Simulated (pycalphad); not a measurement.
All values are pycalphad results on the COST 507 light-alloy database (1999) (1 atm), not direct measurements. These are 1990s assessments: newer ones move some temperatures and phases. Kinetics are ignored, which matters at the lower temperatures.

Molar enthalpy of Al-0.3855Si-0.08912C (wt.%) in equilibrium (SER reference):

```tsv
T (K)	H (kJ/mol)	phases
1850	58.28	liquid
1800	56.69	liquid
1750	55.10	liquid
1650	51.62	liquid + AL4C3
1550	48.32	liquid + AL4C3
1450	45.11	liquid + AL4C3
1350	41.92	liquid + AL4C3
1250	38.75	liquid + AL4C3
1150	35.58	liquid + AL4C3
1050	32.41	liquid + AL4C3
950	29.24	liquid + AL4C3
900	16.99	fcc + AL8SIC7
850	15.37	fcc + AL8SIC7
750	12.29	fcc + AL8SIC7
650	9.29	fcc + AL8SIC7 + diamond (Si)
550	6.41	fcc + AL8SIC7 + diamond (Si)
```

Cooling from 1750 K to 900 K, across the freezing range, releases 38.1 kJ/mol, or 1410 J/g. The slope is 32 J/(mol K) in the liquid and 32 J/(mol K) just below the solidus, where it includes any heat of precipitation. Liquidus 1743 K, solidus 913 K. Changes were sought between steps of 50 K, so a narrower field can be missed.

Database names, with the compositions (at.%) that they take in these runs: AL4C3: Al 57 C 43; AL8SIC7: Al 50 C 44 Si 6.
